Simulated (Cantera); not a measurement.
**Reactions in the system C-O-Ti**

Standard-state values (1 bar) from the NASA 1993 polynomials, evaluated with Cantera. Values are per mole of reaction as written; species without (g) are pure solids or liquids, kept so even where they would boil at 1 bar. TiC: taken at fixed stoichiometry.

12 CO(g) + 3 Ti₄O₇ = 11 O₃(g) + 12 TiC

```tsv
T (K)	ΔH° (kJ)	ΔS° (J/K)	ΔG° (kJ)	log10 K	condensed phases
1625	10808.9	-167.3	11080.7	-356.18	Ti₄O₇(s), TiC(s)
1725	10807.9	-167.9	11097.5	-336.04	Ti₄O₇(s), TiC(s)
1825	10809.3	-167.1	11114.2	-318.10	Ti₄O₇(s), TiC(s)
1925	10813.5	-164.9	11130.8	-302.03	Ti₄O₇(s), TiC(s)
2025	10131.2	-514.7	11173.4	-288.21	Ti₄O₇(l), TiC(s)
2125	10126.5	-517.0	11225.0	-275.92	Ti₄O₇(l), TiC(s)
2225	10125.3	-517.5	11276.8	-264.73	Ti₄O₇(l), TiC(s)
```

2 Ti₃O₅ = O(g) + 3 Ti₂O₃

| T (K) | ΔH° (kJ) | ΔS° (J/K) | ΔG° (kJ) | log10 K | condensed phases |
|---|---|---|---|---|---|
| 1625 | 622.1 | 135.6 | 401.8 | -12.92 | Ti₃O₅(s), Ti₂O₃(s) |
| 1725 | 621.1 | 135.0 | 388.3 | -11.76 | Ti₃O₅(s), Ti₂O₃(s) |
| 1825 | 619.3 | 133.9 | 374.9 | -10.73 | Ti₃O₅(s), Ti₂O₃(s) |
| 1925 | 616.6 | 132.5 | 361.5 | -9.81 | Ti₃O₅(s), Ti₂O₃(s) |
| 2025 | 613.0 | 130.7 | 348.4 | -8.99 | Ti₃O₅(s), Ti₂O₃(s) |
| 2125 | 578.8 | 109.3 | 346.5 | -8.52 | Ti₃O₅(l), Ti₂O₃(l) |
| 2225 | 574.4 | 107.3 | 335.6 | -7.88 | Ti₃O₅(l), Ti₂O₃(l) |
